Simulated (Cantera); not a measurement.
Input (Python, Cantera) and output of one run.

```python
import numpy as np
import cantera as ct

gas_names = """
    CL CL2 H HCL H2 N NH NH2 NH3 N2 N2H2 N2H4 Si SiCL SiCL2 SiCL3 SiCL4 SiH SiHCL3 SiH2 SiH2CL2 SiH3
    SiH3CL SiH4 SiN Si2 Si2N Si3
""".split()
cond_names = """
    NH4CL(a) NH4CL(b) Si(cr) Si(L) Si3N4(a)
""".split()


# ... load() reads the species with a 1 bar reference pressure and builds the phases ...
atoms = {
    'Si2Cl6': {'Si': 2, 'CL': 6},
    'NH3': {'N': 1, 'H': 3},
    'N2': {'N': 2},
}
top_T = {'Si3N4(a)': 2400}  # K; cautious upper limits of use, not melting points


# ... equilibrate(T, P, feed) seeds the gas with the atoms and calls Mixture.equilibrate('TP', solver="vcs", rtol=1e-11, max_steps=5000) ...
results = []
feed = {'Si2Cl6': 1, 'NH3': 2.3, 'N2': 54}  # mol
T = 1350  # K
for P in [5, 15, 45, 140, 410, 1200, 3700, 11000, 33000, 100000]:
    mix = equilibrate(T, P, feed)
    results.append((T, P, feed, dict(zip(mix.species_names, mix.species_moles))))
    x = sorted(zip(gas.X, gas.species_names), reverse=True)
    print(f"T = {T:g} K  P = {P:g} Pa  gas = {mix.phase_moles(0):.4g} mol")
    print("   x: " + "  ".join(f"{s} {v:.3e}" for v, s in x if v > 0.001))
    print("   condensed (mol): " + ("  ".join(f"{mix.phase(i).name} {mix.phase_moles(i):.4g}"
          for i in range(1, mix.n_phases) if mix.phase_moles(i) > 1e-12) or "none"))
```

Output:

```
T = 1350 K  P = 5 Pa  gas = 61.26 mol
   x: N2 8.948e-01  HCL 4.859e-02  H2 3.199e-02  SiCL2 2.408e-02
   condensed (mol): Si3N4(a) 0.1674
T = 1350 K  P = 15 Pa  gas = 61.05 mol
   x: N2 8.947e-01  HCL 5.789e-02  H2 2.755e-02  SiCL2 1.908e-02
   condensed (mol): Si3N4(a) 0.2642
T = 1350 K  P = 45 Pa  gas = 60.84 mol
   x: N2 8.948e-01  HCL 6.630e-02  H2 2.354e-02  SiCL2 1.408e-02
   condensed (mol): Si3N4(a) 0.3554
T = 1350 K  P = 140 Pa  gas = 60.64 mol
   x: N2 8.952e-01  HCL 7.296e-02  H2 2.041e-02  SiCL2 9.229e-03  SiCL3 1.290e-03
   condensed (mol): Si3N4(a) 0.4356
T = 1350 K  P = 410 Pa  gas = 60.46 mol
   x: N2 8.959e-01  HCL 7.662e-02  H2 1.873e-02  SiCL2 5.415e-03  SiCL4 1.857e-03  SiCL3 1.420e-03
   condensed (mol): Si3N4(a) 0.491
T = 1350 K  P = 1200 Pa  gas = 60.33 mol
   x: N2 8.968e-01  HCL 7.786e-02  H2 1.823e-02  SiCL4 2.989e-03  SiCL2 2.806e-03  SiCL3 1.297e-03
   condensed (mol): Si3N4(a) 0.5232
T = 1350 K  P = 3700 Pa  gas = 60.25 mol
   x: N2 8.976e-01  HCL 7.738e-02  H2 1.855e-02  SiCL4 4.097e-03  SiCL2 1.285e-03  SiCL3 1.027e-03
   condensed (mol): Si3N4(a) 0.5368
T = 1350 K  P = 11000 Pa  gas = 60.2 mol
   x: N2 8.983e-01  HCL 7.591e-02  H2 1.932e-02  SiCL4 5.027e-03
   condensed (mol): Si3N4(a) 0.5375
T = 1350 K  P = 33000 Pa  gas = 60.16 mol
   x: N2 8.990e-01  HCL 7.389e-02  H2 2.035e-02  SiCL4 5.861e-03
   condensed (mol): Si3N4(a) 0.5315
T = 1350 K  P = 100000 Pa  gas = 60.14 mol
   x: N2 8.997e-01  HCL 7.153e-02  H2 2.155e-02  SiCL4 6.642e-03
   condensed (mol): Si3N4(a) 0.5216
```

Equilibrium computed with Cantera from the NASA thermochemical tables; the gas is ideal and each condensed phase is pure. The feed counts by its element totals alone. The tables' values for SiCl3 are old estimates; treat these amounts as uncertain.
